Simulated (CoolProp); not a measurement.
A simple Rankine cycle with n-perfluoropentane: condensing at 292.15 K, boiler at 1.76 MPa, turbine inlet 499 K, turbine efficiency 0.65, pump efficiency 0.6, no recuperator. Each further row changes one setting.

The numbers come from the reference Helmholtz-energy equation of state, Gao 2022 in CoolProp.

```csv
case,thermal efficiency (%),net work (kJ/kg),heat in (kJ/kg),turbine exit temperature (K),volume ratio over the turbine
as stated,9.2,25.5,276,463.4,28.3
condensing temperature 284.15 K,9.9,28.2,285,460.5,39.2
boiler pressure 1.23 MPa,8.4,23.6,280,468.9,18.9
turbine efficiency 0.55,7.7,21.3,276,467.5,28.6
```
